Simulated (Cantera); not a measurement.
A closed system holds: 1 mol Si, 8.9 mol Br2, 1.7 mol N2, at 575 K and 100 Torr.

Cantera equilibrium calculation (NASA polynomials, part measured and part estimated; ideal gas, pure solids and liquids). Candidate condensed phases: Br2, Si, Si3N4; 13 gas species. Rates play no part.

Base state: Br2 0.719, N2 0.177, SiBr4 0.104 (mole fractions); condensed: gas only.

### Question
What changes in the equilibrium state with this change: temperature from 575 K to 1073.15 K?

### Answer
```csv
species,before,after
Br2,0.719,0.694
N2,0.177,0.174
SiBr4,0.104,0.103
Br,2.30e-6,0.0292
```

### Question
What changes in the equilibrium state with this change: temperature from 575 K to 1250 K?

### Answer
```csv
species,before,after
Br2,0.719,0.607
N2,0.177,0.166
Br,2.30e-6,0.130
SiBr4,0.104,0.0974
```
